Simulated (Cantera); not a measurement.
A closed system holds: 1 mol H2S, 0.23 mol O2, held at 3075 K and 20300 Torr.

These are equilibrium values from Cantera (NASA tables, ideal gas, pure condensed phases), not measurements of a reactor. Candidate condensed phases: H2O, H2SO4, S; 19 gas species. Equilibrium is a limit: real reactors are often held back by kinetics, nucleation or transport.

Base state: H2 0.330, H2O 0.194, S2 0.194, SH 0.0844, H2S 0.0667, SO 0.0523, S 0.0266, H 0.0219 (mole fractions); condensed: gas only.

What changes in the equilibrium state with this change: temperature from 3075 K to 2700 K?


```json
[
 {"species": "H2", "before": "0.330", "after": "0.300"},
 {"species": "H2O", "before": "0.194", "after": "0.242"},
 {"species": "S2", "before": "0.194", "after": "0.226"},
 {"species": "H2S", "before": "0.0667", "after": "0.107"},
 {"species": "H", "before": "0.0219", "after": "0.00599"},
 {"species": "S", "before": "0.0266", "after": "0.00873"},
 {"species": "SO", "before": "0.0523", "after": "0.0271"},
 {"species": "SH", "before": "0.0844", "after": "0.0585"},
 {"species": "SO2", "before": "0.0210", "after": "0.0195"},
 {"species": "O", "before": "0.000182", "after": "1.57e-5"},
 {"species": "O2", "before": "4.22e-5", "after": "5.11e-6"},
 {"species": "OH", "before": "0.00452", "after": "0.00123"}
]
```

What changes in the equilibrium state with this change: O2 from 0.23 to 0.036 mol?


| species | before | after |
|---|---|---|
| H2 | 0.330 | 0.472 |
| S2 | 0.194 | 0.217 |
| SH | 0.0844 | 0.107 |
| H2O | 0.194 | 0.0389 |
| SO | 0.0523 | 0.00774 |
| SO2 | 0.0210 | 0.000435 |
| H2S | 0.0667 | 0.101 |
| H | 0.0219 | 0.0262 |
| S | 0.0266 | 0.0281 |
| O2 | 4.22e-5 | 8.25e-7 |
| O | 0.000182 | 2.54e-5 |
| S2O | 0.00396 | 0.000619 |
| OH | 0.00452 | 0.000757 |
